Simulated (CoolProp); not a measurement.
Vapour pressure (MPa) of CHF3 (R23): the reference equation beside estimates from Tc = 299.3 K, pc = 4.832 MPa, ω = 0.263. Clausius-Clapeyron is anchored at 181.4 K with a constant enthalpy of vaporisation of 17.30 kJ/mol.

The numbers come from the reference Helmholtz-energy equation of state, Penoncello 2003 in CoolProp.

| T (K) | reference | Lee-Kesler | Clausius-Clapeyron | van der Waals | Redlich-Kwong | Soave-Redlich-Kwong | Peng-Robinson |
|---|---|---|---|---|---|---|---|
| 155.3 | 0.007221 | 0.006664 | 0.008106 | 0.1719 | 0.01798 | 0.006825 | 0.007273 |
| 164 | 0.01553 | 0.01459 | 0.01650 | 0.2435 | 0.03566 | 0.01486 | 0.01556 |
| 172.7 | 0.03055 | 0.02918 | 0.03127 | 0.3338 | 0.06487 | 0.02955 | 0.03050 |
| 181.4 | 0.05573 | 0.05400 | 0.05573 | 0.4448 | 0.1099 | 0.05442 | 0.05553 |
| 190.1 | 0.09542 | 0.09361 | 0.09421 | 0.5787 | 0.1756 | 0.09395 | 0.09498 |
| 198.9 | 0.1556 | 0.1542 | 0.1529 | 0.7391 | 0.2682 | 0.1543 | 0.1549 |
| 207.6 | 0.2410 | 0.2406 | 0.2371 | 0.9243 | 0.3910 | 0.2405 | 0.2400 |
| 216.3 | 0.3587 | 0.3601 | 0.3548 | 1.138 | 0.5500 | 0.3599 | 0.3576 |
| 225 | 0.5161 | 0.5199 | 0.5146 | 1.380 | 0.7505 | 0.5203 | 0.5152 |
| 233.7 | 0.7211 | 0.7275 | 0.7261 | 1.654 | 0.9976 | 0.7296 | 0.7210 |

Absolute difference from the reference over all 10 rows, mean and median: Lee-Kesler 2.6 and 1.4 %, Clausius-Clapeyron 2.8 and 1.4 %, van der Waals 711.8 and 440.7 %, Redlich-Kwong 84.4 and 78.2 %, Soave-Redlich-Kwong 2.0 and 1.4 %, Peng-Robinson 0.3 and 0.3 %.
